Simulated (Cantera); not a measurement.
Feed: 1 mol V, 2.2 mol N2O, at 0.100 bar.

Cantera equilibrium calculation (NASA polynomials, part measured and part estimated; ideal gas, pure solids and liquids). Candidate condensed phases: V, VN, VO, V2O3, V2O4, V2O5; 13 gas species. Condensed phases not in the tables: the oxides between V2O3 and V2O5 other than VO2. Rates play no part.

x: gas mole fraction; n: condensed amount in mol.

```tsv
T (K)	x N2	x O2	x VO2	x NO	x O	n V2O4(s)	n V2O4(l)
1300	0.956	0.0434	3.64e-9	0.000198	1.17e-7	0.500	0
1400	0.956	0.0433	(withheld)	(withheld)	(withheld)	0.500	0
1500	0.956	0.0432	9.45e-7	0.000611	2.66e-6	0.500	0
1600	0.956	0.0430	8.85e-6	0.000965	9.51e-6	0.500	0
1700	0.956	0.0427	6.29e-5	0.00144	2.92e-5	0.500	0
1800	0.955	0.0424	(withheld)	(withheld)	(withheld)	0.500	0
1900	0.954	0.0419	0.00140	0.00282	0.000193	0	0.498
2000	0.950	0.0412	0.00461	0.00372	0.000429	0	0.495
2100	0.941	0.0401	0.0133	0.00475	0.000880	0	0.484
2200	0.920	0.0382	0.0345	0.00582	0.00167	0	0.459
```

Problem. Complete the blanks.

Solution. 
- 1800, x VO2: 0.000355
- 1800, x NO: 0.00206
- 1800, x O: 7.92e-5
- 1400, x VO2: 7.21e-8
- 1400, x NO: 0.000362
- 1400, x O: 6.23e-7
